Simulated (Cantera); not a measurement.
Charge: 1 mol Si, 9.1 mol HF, 4.4 mol H2, equilibrated at 825 K and 0.100 bar.

Cantera equilibrium calculation (NASA polynomials, part measured and part estimated; ideal gas, pure solids and liquids). Candidate condensed phases: Si; 25 gas species. The numbers say what is thermodynamically allowed, not how fast it happens.

Base state: H2 0.512, HF 0.408, SiF4 0.0800 (mole fractions); condensed: gas only.

### Question
What changes in the equilibrium state with this change: HF from 9.1 to 1.1 mol?

### Answer
| species | before | after |
|---|---|---|
| H2 | 0.512 | 0.946 |
| SiF4 | 0.0800 | 0.0489 |
| SiHF3 | 6.62e-9 | 0.00481 |
| HF | 0.408 | 6.34e-7 |
| SiH2F2 | <1e-9 | 0.000277 |
| Si(s), mol | 0 | 0.718 |
